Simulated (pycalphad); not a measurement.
Computed with pycalphad from the COST 507 light-alloy database (1999), at 1 atm. These are 1990s assessments: newer ones move some temperatures and phases. Phase fractions are per mole of atoms. Kinetics are ignored, which matters at the lower temperatures.

Q: Give the equilibrium state of Si-16.28C (at.%) at 2400 K.

A: liquid, fraction 0.684, with 0.70 C at.%; CSI, fraction 0.316, with 50.0 C at.%.

Q: Give the equilibrium state of Si-16.28C (at.%) at 850 K.

A: diamond (Si), fraction 0.674, with <0.01 C at.%; CSI, fraction 0.326, with 50.0 C at.%.

Database names, with the compositions (at.%) that they take in these runs: CSI: Si 50 C 50.
